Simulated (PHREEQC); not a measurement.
Dissolve 0.0052 mol ZnCl2, 0.00031 mol Na2SO4, 0.0005 mol H2SO4 and 5.5e-05 mol LiF per kg of water at 30 °C. Closed to the air; pH follows from the charge balance.

The numbers come from PHREEQC with the ion-association model, wateq4f.dat.

No solid was allowed to form.

Predict the pH, ionic strength.

pH 3.08; ionic strength 0.0168 mol/kgw.

In which forms is F present?

HF 53 %, F- 45 %, ZnF+ 2.0 % of the F.

Complexes and solids missing from the database can't appear.
